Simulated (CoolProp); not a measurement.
Saturation properties of R1233zd(E) (Tc = 438.9 K, pc = 3583 kPa, ω = 0.304).

Model: reference Helmholtz-energy equation of state, Akasaka 2022, in CoolProp.

```tsv
T (K)	p (kPa)	liquid density (kg/m³)	vapour density (kg/m³)	enthalpy of vaporisation (kJ/kg)	liquid cp (kJ/(kg K))
233.4	5.919	1408	0.4000	220.4	1.066
246.2	12.74	1381	0.8194	214.8	1.088
259	25.06	1353	1.541	209.2	1.110
271.8	45.71	1324	2.702	203.4	1.134
284.6	78.24	1295	4.468	197.5	1.158
297.3	126.4	1265	7.015	191.3	1.184
310.1	195.9	1234	10.62	184.7	1.212
322.9	291.7	1201	15.55	177.7	1.242
335.7	419.9	1166	22.16	170.0	1.276
348.5	586.9	1129	30.91	161.7	1.314
361.3	799.7	1089	42.40	152.4	1.358
374.1	1066	1046	57.50	141.9	1.413
386.9	1394	998.4	77.53	130.0	1.487
399.7	1792	943.6	104.7	115.9	1.596
```

It boils at 291.3 K under 1 atm.
